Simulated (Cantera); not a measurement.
Hydrogen reduction and annealing atmospheres: Ta2O5 + H2

Input: 1 mol Ta2O5, 270 mol H2, at 600 °C and 0.180 Torr.

These are equilibrium values from Cantera (NASA tables, ideal gas, pure condensed phases), not measurements of a reactor. Candidate condensed phases: H2O, Ta, Ta2O5; 12 gas species. Rates play no part.

```yaml
x(H2): 1.00
n(Ta2O5(s)): 1.000 mol
gas_amount: 270.0 mol
```
